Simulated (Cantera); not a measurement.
Input (Python, Cantera):

```python
import numpy as np
import cantera as ct

gas = ct.Solution("gri30.yaml")
gas.TPX = 675, 290000, {'CH4': 1, 'CO': 0.44, 'O2': 1.59, 'N2': 4.12}
inlet = ct.Reservoir(gas, clone=True)
gas.equilibrate("HP")  # start burning
reactor = ct.IdealGasConstPressureReactor(gas, energy="on", clone=False)
exhaust = ct.Reservoir(gas, clone=True)
tau = [0.25, 0.1, 0.043, 0.018, 0.0075, 0.0031, 0.0013, 0.00055, 0.00023, 9.5e-05][0]
for a, b in ((inlet, reactor), (reactor, exhaust)):
    ct.MassFlowController(a, b, mdot=lambda t: reactor.mass / tau)
net = ct.ReactorNet([reactor])
show = ['CH4', 'CO', 'O2', 'O', 'HCO', 'N2O', 'HCN']

rows = []
print(f"{'tau/s':>10s}{'T/K':>9s}" + "".join(f"{s:>11s}" for s in show))
for tau in [0.25, 0.1, 0.043, 0.018, 0.0075, 0.0031, 0.0013, 0.00055, 0.00023, 9.5e-05]:
    net.initial_time = 0.0
    net.advance(30 * tau)
    before = gas.X
    net.advance(40 * tau)
    drift = np.max(np.abs(gas.X - before) / (gas.X + 1e-9))
    rows.append([gas.T, *gas[show].X, drift])
    print(f"{tau:10.3e}{gas.T:9.1f}" + "".join(f"{x:11.3e}" for x in gas[show].X))
```

It prints:

```
     tau/s      T/K        CH4         CO         O2          O        HCO        N2O        HCN
 2.500e-01   2569.7  4.715e-07  1.161e-01  3.956e-04  2.385e-04  2.017e-07  7.309e-08  1.714e-07
 1.000e-01   2569.2  1.165e-06  1.161e-01  4.050e-04  2.419e-04  2.095e-07  7.345e-08  3.799e-07
 4.300e-02   2568.1  2.640e-06  1.161e-01  4.254e-04  2.491e-04  2.265e-07  7.421e-08  8.206e-07
 1.800e-02   2565.7  5.963e-06  1.161e-01  4.725e-04  2.657e-04  2.672e-07  7.591e-08  1.798e-06
 7.500e-03   2560.5  1.284e-05  1.161e-01  5.751e-04  3.017e-04  3.617e-07  7.930e-08  3.747e-06
 3.100e-03   2550.6  2.593e-05  1.162e-01  7.847e-04  3.742e-04  5.785e-07  8.515e-08  7.182e-06
 1.300e-03   2534.2  4.873e-05  1.163e-01  1.170e-03  5.030e-04  1.051e-06  9.310e-08  1.227e-05
 5.500e-04   2510.1  8.882e-05  1.166e-01  1.830e-03  7.079e-04  2.067e-06  1.015e-07  1.898e-05
 2.300e-04   2476.8  1.668e-04  1.172e-01  2.949e-03  9.990e-04  4.308e-06  1.083e-07  2.767e-05
 9.500e-05   2434.2  3.386e-04  1.184e-01  4.886e-03  1.335e-03  9.401e-06  1.120e-07  3.960e-05
```

Cantera simulation using GRI-Mech 3.0 (53 species, 325 reactions); the numbers are that mechanism's predictions, not measurements.
